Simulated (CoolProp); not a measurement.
A single-stage vapour-compression cycle with carbon dioxide: evaporating at 252.15 K (dew point), condensing at 283.15 K (bubble point), superheat 2 K, subcooling 8 K, compressor efficiency 0.75, no pressure losses. Each further row changes one setting.

Model: reference Helmholtz-energy equation of state, Span 1996, in CoolProp.

```json
[
 {"case": "as stated", "cooling COP": "4.84", "pressure ratio": "2.36", "discharge temperature (K)": "324.2", "refrigerating effect (kJ/kg)": "236", "volumetric capacity (kJ/m³)": "11600"},
 {"case": "evaporating temperature 257.15 K", "cooling COP": "6.02", "pressure ratio": "2.02", "discharge temperature (K)": "316.4", "refrigerating effect (kJ/kg)": "235", "volumetric capacity (kJ/m³)": "13600"},
 {"case": "condensing temperature 278.15 K", "cooling COP": "6.04", "pressure ratio": "2.08", "discharge temperature (K)": "313.1", "refrigerating effect (kJ/kg)": "247", "volumetric capacity (kJ/m³)": "12200"},
 {"case": "subcooling 13 K", "cooling COP": "5.09", "pressure ratio": "2.36", "discharge temperature (K)": "324.2", "refrigerating effect (kJ/kg)": "248", "volumetric capacity (kJ/m³)": "12200"},
 {"case": "superheat 12 K", "cooling COP": "4.72", "pressure ratio": "2.36", "discharge temperature (K)": "337.0", "refrigerating effect (kJ/kg)": "247", "volumetric capacity (kJ/m³)": "11300"},
 {"case": "compressor efficiency 0.65", "cooling COP": "4.19", "pressure ratio": "2.36", "discharge temperature (K)": "330.2", "refrigerating effect (kJ/kg)": "236", "volumetric capacity (kJ/m³)": "11600"}
]
```
